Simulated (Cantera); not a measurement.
Premixed flame

A freely propagating, adiabatic, planar premixed flame of 6.89 % CH4, 18.9 % O2, 71.0 % N2, 3.24 % H2, equivalence ratio 0.82, unburnt at 675 K and 2.00 bar; mixture-averaged transport, grid criteria slope 0.08 and curve 0.16, no radiation.

Model: GRI-Mech 3.0 (53 species, 325 reactions), integrated in Cantera. Burning velocities carry a grid error of a few per cent, more on coarse grids.

| z (mm) | T (K) | u (m/s) | x CH4 | x O2 | x HCN | x O | x N2O | x H2O2 |
|---|---|---|---|---|---|---|---|---|
| -0.521 | 675 | 1.47 | 0.0689 | 0.189 | <1e-8 | <1e-8 | <1e-8 | 2.05e-8 |
| -0.347 | 677 | 1.48 | 0.0689 | 0.189 | <1e-8 | <1e-8 | <1e-8 | 3.14e-7 |
| -0.260 | 684 | 1.49 | 0.0686 | 0.189 | <1e-8 | <1e-8 | <1e-8 | 1.27e-6 |
| -0.174 | 723 | 1.57 | 0.0665 | 0.187 | 1.12e-8 | 1.62e-7 | <1e-8 | 7.02e-6 |
| -0.0868 | 1002 | 2.19 | 0.0510 | 0.165 | 1.56e-7 | 1.69e-5 | 1.59e-8 | 2.75e-5 |
| -0.0434 | 1354 | 2.98 | 0.0300 | 0.132 | 4.77e-7 | 0.000167 | 5.22e-8 | 1.83e-5 |
| 0 | 1719 | 3.81 | 0.00806 | 0.0889 | 1.09e-6 | 0.00118 | 1.32e-7 | 2.00e-6 |
| 0.0434 | 1890 | 4.18 | 0.000708 | 0.0619 | 1.00e-6 | 0.00371 | 2.44e-7 | 7.85e-7 |
| 0.0868 | 1952 | 4.31 | 3.41e-5 | 0.0519 | 4.02e-7 | 0.00502 | 3.29e-7 | 6.28e-7 |
| 0.174 | 2029 | 4.45 | 9.33e-8 | 0.0459 | 4.45e-8 | 0.00481 | 3.93e-7 | 4.97e-7 |
| 0.347 | 2118 | 4.62 | <1e-8 | 0.0422 | <1e-8 | 0.00356 | 4.38e-7 | 3.63e-7 |
| 0.694 | 2200 | 4.77 | <1e-8 | 0.0395 | <1e-8 | 0.00215 | 4.93e-7 | 2.63e-7 |
| 1.39 | 2257 | 4.88 | <1e-8 | 0.0377 | <1e-8 | 0.00120 | 5.04e-7 | 2.11e-7 |
x: mole fraction of selected species; z is measured from the peak of heat release.

```
Property                    Result
------------------------  --------
laminar burning velocity  147 cm/s
thermal thickness         0.174 mm
peak x(HCN)                1.22e-6
peak x(O)                  0.00514
peak x(H2O2)               2.84e-5
grid points                    136
```
